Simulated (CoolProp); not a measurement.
Vapour pressure (MPa) of CF4 (R14): the reference equation beside estimates from Tc = 227.4 K, pc = 3.762 MPa, ω = 0.178.

The numbers come from the reference Helmholtz-energy equation of state, Platzer 1990 in CoolProp. This equation is an older, rougher fit; its heat capacities, sound speeds and derivatives of the liquid may be far off and weren't checked against measurements.

```tsv
T (K)	reference	Lee-Kesler	Redlich-Kwong
148.5	0.1279	0.1280	0.1779
153.2	0.1732	0.1740	0.2361
157.9	0.2299	0.2316	0.3073
162.5	0.2980	0.3009	0.3907
167.2	0.3824	0.3866	0.4916
171.9	0.4836	0.4893	0.6097
176.6	0.6034	0.6107	0.7464
181.3	0.7440	0.7529	0.9032
186	0.9075	0.9177	1.081
190.7	1.096	1.107	1.282
195.4	1.312	1.324	1.507
200	1.552	1.565	1.751
```

Absolute difference from the reference over all 12 rows, mean and median: Lee-Kesler 0.9 and 1.0 %, Redlich-Kwong 25.3 and 24.9 %.
